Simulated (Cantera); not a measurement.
Input: 1 mol SiH2Cl2, 3.3 mol NH3, equilibrated at 1523.15 K and 0.100 bar.

Cantera equilibrium calculation (NASA polynomials, part measured and part estimated; ideal gas, pure solids and liquids). Candidate condensed phases: NH4Cl, Si, Si3N4; 28 gas species. The tables' values for SiCl3 are old estimates; treat these amounts as uncertain. The numbers say what is thermodynamically allowed, not how fast it happens.

Base state: H2 0.633, HCl 0.225, N2 0.131, SiCl2 0.00830, SiCl3 0.00159, SiCl4 0.000915, SiHCl3 0.000289, H 5.83e-5 (mole fractions); condensed: Si3N4(s).

What changes in the equilibrium state with this change: SiH2Cl2 replaced by SiCl4?


```tsv
species	before	after
H2	0.633	0.433
HCl	0.225	0.360
N2	0.131	0.156
SiCl4	0.000915	0.0114
SiCl3	0.00159	0.0103
SiCl2	0.00830	0.0276
SiHCl3	0.000289	0.00154
SiH2Cl2	1.47e-5	3.36e-5
Cl	1.66e-5	3.21e-5
H	5.83e-5	4.82e-5
Si3N4(s), mol	0.304	0.197
```
